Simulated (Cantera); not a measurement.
## Diamond growth

A diamond (100) surface in a fixed gas of H2 with x(CH4) = 0.0021, x(H) = 0.0031, at 1373 K, 7500 Pa; coverages are run to steady state.

Detailed kinetics in Cantera: the Harris–Goodwin 1993 mechanism for the reconstructed diamond (100) surface.

```tsv
x(CH3)	growth (µm/h)	θ c6HH	θ c6H*	θ c6*H	θ c6**	θ c6HM
1e-06	0.0133	0.363	0.0560	0.533	0.0485	8.44e-7
2.9e-06	0.0386	0.363	0.0560	0.533	0.0484	2.45e-6
8.4e-06	0.112	0.363	0.0560	0.533	0.0484	7.09e-6
2.4e-05	0.319	0.363	0.0560	0.533	0.0484	2.02e-5
7e-05	0.929	0.363	0.0560	0.532	0.0483	5.90e-5
0.0002	2.64	0.363	0.0559	0.532	0.0479	0.000168
0.00059	7.62	0.363	0.0558	0.531	0.0469	0.000491
0.0017	20.8	0.362	0.0556	0.529	0.0441	0.00138
0.0049	51.8	0.360	0.0549	0.523	0.0377	0.00376
```
θ: site fractions in the mechanism's names (c6HH fully hydrogenated, c6H* and c6*H radical sites, c6** diradical, c6HM methylated).
